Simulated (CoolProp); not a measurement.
Vapour-liquid equilibrium of dimethyl ether (1) + n-pentane (2) at -6.85 °C; x and y are mole fractions of (1).

Values from CoolProp's multi-fluid Helmholtz-energy mixture model, Wu 2011 and Thol 2019; pair parameters Bell 2016.

| x | bubble pressure, mixture model (MPa) | bubble pressure, Raoult's law (MPa) | y, mixture model | y, Raoult's law |
|---|---|---|---|---|
| 0.05 | 0.02402 | 0.02726 | 0.299 | 0.382 |
| 0.15 | 0.04376 | 0.04632 | 0.662 | 0.675 |
| 0.25 | (withheld) | 0.06538 | 0.820 | 0.797 |
| 0.35 | 0.09920 | 0.08443 | (withheld) | 0.863 |
| 0.45 | 0.1251 | 0.1035 | 0.926 | 0.906 |
| 0.55 | 0.1460 | 0.1225 | 0.946 | 0.935 |
| 0.65 | 0.1618 | 0.1416 | (withheld) | 0.956 |
| 0.75 | 0.1745 | 0.1607 | (withheld) | 0.972 |
| 0.85 | 0.1865 | 0.1797 | 0.977 | 0.985 |
| 0.95 | (withheld) | 0.1988 | (withheld) | 0.996 |

Question: Complete the blanks.

Answer: 
- 0.25, bubble pressure, mixture model (MPa): 0.07052
- 0.35, y, mixture model: 0.891
- 0.65, y, mixture model: 0.958
- 0.75, y, mixture model: 0.968
- 0.95, bubble pressure, mixture model (MPa): 0.2001
- 0.95, y, mixture model: 0.991

The largest gap from Raoult's law is +20.9 % in bubble pressure, at x = 0.45. No azeotrope shows between x = 0.05 and 0.95.

The pair parameters rest on a limited set of measurements; away from them the model extrapolates. The gap from Raoult's law changes sign with composition, which may be real or a fault of the pair parameters; it wasn't checked against measurements.
